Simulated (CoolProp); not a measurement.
Values from CoolProp's reference Helmholtz-energy equation of state, Gao 2020.

Task: For ammonia, give the phase and the cv (kJ/(kg K)), fugacity coefficient at 308.4 K and 16.9 MPa; 356.1 K and 16.9 MPa; 372 K and 16.9 MPa.

Result: 
- 308.4 K and 16.9 MPa: liquid; cv 2.77, fugacity coefficient 0.0839
- 356.1 K and 16.9 MPa: liquid; cv 2.72, fugacity coefficient 0.232
- 372 K and 16.9 MPa: liquid; cv 2.72, fugacity coefficient 0.300
